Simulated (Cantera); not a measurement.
An isothermal, constant-pressure homogeneous reactor starts with 21.3 % CH4, 78.7 % CO2, at 1500 K and 4.93 atm.

Computed with Cantera and GRI-Mech 3.0 (53 species, 325 reactions).

x: mole fraction; the columns are a selection and need not sum to one.

```
t (s)        x CH4  x CO2    x C2H4     x CH2       x O      x H
--------  --------  -----  --------  --------  --------  -------
2.00e-5      0.213  0.787         …  2.22e-11    <1e-12  1.69e-8
6.32e-5      0.213  0.787         …  1.31e-10    <1e-12  1.84e-8
0.000200     0.213  0.787         …  2.42e-10    <1e-12  2.08e-8
0.000632     0.212  0.787         …  3.66e-10    <1e-12  2.62e-8
0.00200      0.211  0.787         …  6.89e-10    <1e-12  4.99e-8
0.00632      0.206  0.785         …   1.10e-9    <1e-12  1.52e-7
0.0200       0.192  0.773   0.00371  9.81e-10    <1e-12  4.18e-7
0.0632       0.159  0.729   0.00351  9.83e-10    <1e-12  7.74e-7
0.200       0.0970  0.610   0.00362   2.13e-9    <1e-12  9.51e-7
0.632       0.0329  0.457   0.00370   4.03e-9    <1e-12  1.41e-6
2.00        0.0201  0.361         …   1.83e-9    <1e-12  2.05e-6
6.32        0.0156  0.289         …  4.41e-10  1.34e-12  2.44e-6
20.0       0.00621  0.248         …  6.65e-11  1.95e-12  2.71e-6
63.2      0.000723  0.236         …  5.06e-12  1.99e-12  2.82e-6
200        3.27e-6  0.234  3.88e-11    <1e-12  2.02e-12  2.86e-6
```

### Question
Complete the blanks.

### Answer

- 2.00e-5, x C2H4: 1.98e-8
- 6.32e-5, x C2H4: 4.81e-7
- 0.000200, x C2H4: 4.82e-6
- 0.000632, x C2H4: 3.06e-5
- 0.00200, x C2H4: 0.000226
- 0.00632, x C2H4: 0.00150
- 2.00, x C2H4: 0.00331
- 6.32, x C2H4: 0.00135
- 20.0, x C2H4: 0.000152
- 63.2, x C2H4: 1.79e-6
